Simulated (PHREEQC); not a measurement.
CaCl2 is added in steps, without added water, to 1 kg of water holding 25 mmol/kgw HF, 170 mmol/kgw NH4F and 1.8 mmol/kgw H2SO4, at 25 °C. Oxygen alone is held at its pressure in air (log pO2 = -0.68). CO2 from the air is kept out. Only these solids could form: Gypsum, Fluorite, Portlandite.

Base run: PHREEQC, ion-association model, wateq4f.dat. Each further column changes one thing. The table gives pH.

| CaCl2 added (mol) | base | 0.0029 mol/kgw Na2CO3 added | HF from 0.025 to 0.005 mol/kgw | temperature from 25 to 70 °C | no solid may form |
|---|---|---|---|---|---|
| 0 | 3.99 | 4.11 | 4.52 | 4.35 | 3.99 |
| 0.02 | 3.83 | 3.95 | 4.36 | 4.19 | 3.95 |
| 0.04 | 3.62 | 3.75 | 4.15 | 3.97 | 3.92 |
| 0.05 | 3.49 | 3.63 | 4.01 | 3.83 | ? |
| 0.07 | 3.07 | 3.24 | 3.57 | 3.38 | 3.88 |
| 0.09 | 1.95 | 2.13 | ? | 2.03 | 3.85 |
| 0.11 | 1.69 | 1.79 | 2.21 | 1.78 | 3.83 |
| 0.13 | 1.68 | 1.78 | 2.20 | 1.75 | ? |
| 0.15 | 1.68 | 1.78 | 2.20 | 1.74 | 3.78 |
| 0.16 | 1.68 | 1.78 | 2.20 | 1.74 | 3.77 |
| 0.18 | 1.68 | 1.78 | 2.20 | 1.73 | 3.75 |
| 0.2 | 1.68 | 1.78 | 2.20 | 1.73 | 3.73 |

Task: What belongs in the gaps?

Result: 
- 0.05, no solid may form: 3.91
- 0.09, HF from 0.025 to 0.005 mol/kgw: 2.24
- 0.13, no solid may form: 3.81

wateq4f.dat counts part of the HF as a dimer, H2F2, which phreeqc.dat doesn't know; its constant is uncertain.  At this temperature some constants are extrapolated from 25 °C, and those without enthalpy data are left unchanged. In at least one series the solution becomes supersaturated in solids that the run did not let form, among them Fluorite. Solids allowed in the column '0.0029 mol/kgw Na2CO3 added': Calcite, Gypsum, Fluorite, Portlandite, Halite, Mirabilite, Nahcolite, Natron.
